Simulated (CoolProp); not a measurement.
Vapour-liquid equilibrium of carbonyl sulfide (1) + propane (2) at 0.00562 MPa; x and y are mole fractions of (1).

Values from CoolProp's multi-fluid Helmholtz-energy mixture model, Lemmon 2006 and Lemmon 2009; pair parameters Bell 2016.

**Question.** Give the bubble temperature and the first vapour's composition at x = 0.05, 0.35, 0.65. Is there an azeotrope?

**Answer.** x = 0.05: -92.4 °C, y = 0.093; x = 0.35: -94.7 °C, y = 0.460; x = 0.65: -96.2 °C, y = 0.730. No azeotrope shows between x = 0.05 and 0.95.

The pair parameters rest on a limited set of measurements; away from them the model extrapolates.
